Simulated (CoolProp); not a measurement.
Vapour-liquid equilibrium of R143a (1) + n-butane (2) at 229.9 K; x and y are mole fractions of (1).

The numbers come from the multi-fluid Helmholtz-energy mixture model, Lemmon and Jacobsen 2000 and Bücker 2006; pair parameters Bell 2016 in CoolProp.

Task: Give the bubble pressure and the first vapour's composition at x = 0.05, 0.35, 0.85. Is there an azeotrope?

Result: x = 0.05: 0.04395 MPa, y = 0.689; x = 0.35: 0.09978 MPa, y = 0.879; x = 0.85: 0.1150 MPa, y = 0.932. No azeotrope shows between x = 0.05 and 0.95.

Pair parameters are fitted to limited data, so mixtures are less certain than the pure fluids. With so large a gap from Raoult's law the liquid may split in two, which this calculation doesn't test in full.
